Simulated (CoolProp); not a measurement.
Vapour-liquid equilibrium of diethyl ether (1) + ethanol (2) at 147.85 °C; x and y are mole fractions of (1).

Values from CoolProp's multi-fluid Helmholtz-energy mixture model, Thol 2014 and Schroeder 2014; pair parameters Bell 2016.

```tsv
x	bubble pressure (MPa)	y at the bubble point	dew pressure at overall composition x (MPa)	liquid density (mol/L)
0.05	1.016	0.117	0.9652	13.60
0.2	1.237	0.356	1.086	12.07
0.35	1.404	0.506	1.231	10.77
0.5	1.529	0.618	1.398	9.650
0.65	1.622	0.719	1.561	8.699
0.8	1.687	0.825	1.675	7.900
0.95	1.717	0.951	1.717	7.242
```

No azeotrope shows between x = 0.05 and 0.95.

Pair parameters are fitted to limited data, so mixtures are less certain than the pure fluids.
